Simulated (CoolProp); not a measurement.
Methanol at 293.15 K and 19.3 MPa is throttled through a valve to 7.23 MPa with no heat exchange. Each further row changes one setting.

Model: reference Helmholtz-energy equation of state, de Reuck 1993, in CoolProp.

| case | temperature change (K) | final density (kg/m³) |
|---|---|---|
| as stated | +4.1 | (withheld) |
| outlet pressure 2.17 MPa | (withheld) | 788 |
| outlet pressure 9.4 MPa | (withheld) | 797 |

What belongs in the gaps?


- as stated, final density (kg/m³): 794
- outlet pressure 2.17 MPa, temperature change (K): +5.7
- outlet pressure 9.4 MPa, temperature change (K): +3.4
